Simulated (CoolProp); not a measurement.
Dimethyl carbonate along the isobar 3.08 MPa: fugacity coefficient from the reference equation and from simpler models built on Tc = 557.0 K, pc = 4.909 MPa, ω = 0.346; each cubic takes its own stable root.

Computed with CoolProp (reference Helmholtz-energy equation of state, Zhou 2011).

```json
[
 {"T (K)": "425.2", "phase": "liquid", "reference": "0.1671"},
 {"T (K)": "447.1", "phase": "liquid", "reference": "0.2532"},
 {"T (K)": "468.9", "phase": "liquid", "reference": "0.3626"},
 {"T (K)": "490.8", "phase": "liquid", "reference": "0.4959"},
 {"T (K)": "512.6", "phase": "liquid", "reference": "0.6489"},
 {"T (K)": "534.5", "phase": "gas", "reference": "0.7573"},
 {"T (K)": "556.3", "phase": "gas", "reference": "0.7889"},
 {"T (K)": "578.2", "phase": "gas", "reference": "0.8151"},
 {"T (K)": "600", "phase": "gas", "reference": "0.8371"}
]
```

### Question
How far does each simpler model (van der Waals, Redlich-Kwong) lie from the reference over these 9 states: mean and median of the absolute difference, and the worst?

### Answer
- van der Waals: mean 46.4 %, median 18.8 %, worst +161.9 % at 425.2 K and 3.08 MPa
- Redlich-Kwong: mean 18.2 %, median 12.0 %, worst +57.1 % at 425.2 K and 3.08 MPa

At some of these states van der Waals gives the other phase, because its saturation line lies elsewhere.
